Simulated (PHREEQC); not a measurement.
Spent oxide etchant: speciation

Consider water at 25 °C with 0.0057 mol/kgw HF, 0.00019 mol/kgw H2SiF6, 0.0044 mol/kgw H3PO4 and 0.0012 mol/kgw HCl. Closed to the air; pH follows from the charge balance.

Computed with PHREEQC (ion-association model, wateq4f.dat).

Each row changes one thing in this solution. This is a speciation only: nothing precipitates in the calculation.

```json
[
 {"case": "as made", "pH": "2.33", "ionic strength (mol/kgw)": "0.00521", "HF (mol/kgw)": "0.00482", "H2PO4- (mol/kgw)": "0.00268", "H3PO4 (mol/kgw)": "0.00171", "F- (mol/kgw)": "0.000743", "SI of Quartz (SiO2)": "-1.76"},
 {"case": "temperature from 25 to 45 °C", "pH": "2.36", "ionic strength (mol/kgw)": "0.00480", "HF (mol/kgw)": "0.00524", "H2PO4- (mol/kgw)": "0.00253", "H3PO4 (mol/kgw)": "0.00187", "F- (mol/kgw)": "0.000601", "SI of Quartz (SiO2)": "-0.70"},
 {"case": "H3PO4 replaced by KH2PO4 at the same molality", "pH": "2.70", "ionic strength (mol/kgw)": "0.00675", "HF (mol/kgw)": "0.00408", "H2PO4- (mol/kgw)": "0.00347", "H3PO4 (mol/kgw)": "0.000935", "F- (mol/kgw)": "0.00149", "SI of Quartz (SiO2)": "-2.08"},
 {"case": "H3PO4 replaced by K3PO4 at the same molality", "pH": "6.37", "ionic strength (mol/kgw)": "0.0139", "HF (mol/kgw)": "3.85e-6", "H2PO4- (mol/kgw)": "0.00364", "H3PO4 (mol/kgw)": "2.02e-7", "F- (mol/kgw)": "0.00684", "SI of Quartz (SiO2)": "+0.26"},
 {"case": "HCl replaced by FeCl3 at the same molality", "pH": "2.27", "ionic strength (mol/kgw)": "0.00709", "HF (mol/kgw)": "0.00291", "H2PO4- (mol/kgw)": "0.00251", "H3PO4 (mol/kgw)": "0.00183", "F- (mol/kgw)": "0.000394", "SI of Quartz (SiO2)": "-0.44"}
]
```

Complexes and solids missing from the database can't appear. Some of these states are supersaturated (in Quartz (slow to form), Strengite, Hematite (slow to form), for instance). H3PO4, which wateq4f.dat lacks, is added to it with the constant of phreeqc.dat. At this temperature some constants are extrapolated from 25 °C, and those without enthalpy data are left unchanged. SiF6-2 is the database's only silicon fluoride.
